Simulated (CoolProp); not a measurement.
Saturation properties of vinyl chloride (Tc = 425.0 K, pc = 5600 kPa, ω = 0.160).

The numbers come from the reference Helmholtz-energy equation of state, Thol 2022 in CoolProp.

| T (K) | p (kPa) | enthalpy of vaporisation (kJ/kg) | vapour Z |
|---|---|---|---|
| 286.3 | 272.8 | 332.8 | 0.9412 |
| 303.4 | 460.6 | 317.4 | 0.9153 |
| 320.6 | 733.5 | 300.6 | 0.8827 |
| 337.8 | 1111 | 281.9 | 0.8430 |
| 354.9 | 1611 | 260.6 | 0.7950 |
| 372.1 | 2264 | 235.0 | 0.7357 |
| 389.3 | 3098 | 202.6 | 0.6606 |
| 406.4 | 4143 | 157.1 | 0.5589 |

It boils at 259.3 K under 1 atm.
